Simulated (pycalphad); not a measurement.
All values are pycalphad results on the COST 507 light-alloy database (1999) (1 atm), not direct measurements. The data set is of 1999 and partly superseded. Amounts are mole fractions of atoms.

**Question.** Give the equilibrium state of Al-1.7Mn-3.14Si (at.%) at 875 K.

**Answer.** 
```
T = 875.00 K, P = 101325 Pa, N = 1 mol of atoms
G = -35942 J/mol, H = 16181 J/mol, S = 59.57 J/(mol K)  (SER reference)
chemical potentials (J/mol): Al -34482, Mn -130411, Si -29034
phase             fraction      x(Al)      x(Mn)      x(Si)
FCC_A1              0.7684     0.9893   0.000655     0.0100
LIQUID              0.1387     0.9098     0.0024     0.0878
ALMNSI_ALPHA        0.0929     0.7020     0.1739     0.1241
```

**Question.** Give the equilibrium state of Al-1.7Mn-3.14Si (at.%) at 600 K.

**Answer.** fcc, fraction 0.884, with <0.01 Mn, 0.09 Si at.%; ALMNSI_ALPHA, fraction 0.098, with 17.4 Mn, 12.3 Si at.%; diamond (Si), fraction 0.019, with no Mn, >99.99 Si at.%.

Database names, with the compositions (at.%) that they take in these runs: ALMNSI_ALPHA: Al 70-72 Mn 17 Si 11-13. FCC_A1 is fcc. An entry "none" or "no" means that the model of the phase leaves that element out.
